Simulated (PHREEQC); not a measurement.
Synthetic water in mg/kgw, 30 °C, pH 2.43, pe 8.5: Na 142; K 43.9; Ca 23.4; Mg 9.85; Cl 57; S(6) as SO4 718; O(0) (dissolved oxygen) 0.229.

Na is adjusted to close the charge balance.
Valence states are taken as typed.

Model: ion-association model, wateq4f.dat, run in PHREEQC.

Each row changes one thing in this solution. This is a speciation only: nothing precipitates in the calculation.

```tsv
case	ionic strength (mol/kgw)	SO4-2 (mol/kgw)	HSO4- (mol/kgw)	Ca+2 (mol/kgw)	Mg+2 (mol/kgw)	SI of Gypsum (CaSO4:2H2O)	SI of Halite (NaCl)
as made	0.0205	0.00554	0.00148	0.000418	0.000271	-1.53	-6.63
temperature from 30 to 55 °C at the same typed pH	0.0187	0.00468	0.00231	0.000413	0.000233	-1.56	-6.73
Cl from 57 to 114 mg/kgw	0.0222	0.00554	(withheld)	0.000422	0.000273	-1.54	-6.25
all concentrations times 4 at the same typed pH	0.0798	(withheld)	0.00438	0.00134	0.000827	(withheld)	-5.36
```

Question: What belongs in the gaps?

Answer: 
- Cl from 57 to 114 mg/kgw, HSO4- (mol/kgw): 0.00146
- all concentrations times 4 at the same typed pH, SO4-2 (mol/kgw): 0.0215
- all concentrations times 4 at the same typed pH, SI of Gypsum (CaSO4:2H2O): -0.74

Away from 25 °C the constants follow the database's enthalpies or fits; those with neither stay at their 25 °C values.
